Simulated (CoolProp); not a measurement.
The numbers come from the reference Helmholtz-energy equation of state, Lemmon 2016 in CoolProp.

Give the vapour pressure (kPa), liquid density (kg/m³), vapour density (kg/m³) of saturated R115 at 226.5, 235.8 K.


| T (K) | p (kPa) | liquid density (kg/m³) | vapour density (kg/m³) |
|---|---|---|---|
| 226.5 | 71.8 | 1570 | 6.09 |
| 235.8 | 110 | 1540 | 9.08 |
